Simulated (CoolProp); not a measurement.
CH3F (R41) at several states: Z from the reference equation and from simpler models built on Tc = 44.1 °C, pc = 5906 kPa, ω = 0.200; each cubic takes its own stable root.

Computed with CoolProp (reference Helmholtz-energy equation of state, Lemmon 2006). It is a short technical equation, of lower accuracy than the large ones.

```
T (°C)  p (kPa)          phase  reference  van der Waals  Redlich-Kwong  Peng-Robinson
------  -------  -------------  ---------  -------------  -------------  -------------
-20.45      890            gas     0.8550         0.9172         0.8937         0.8796
-83.65     1980         liquid    0.04781        0.09033        0.06149        0.05339
-53.65      224            gas     0.9421         0.9727         0.9629         0.9580
47.05      5970  supercritical     0.4076         0.4833         0.4607         0.4417
```
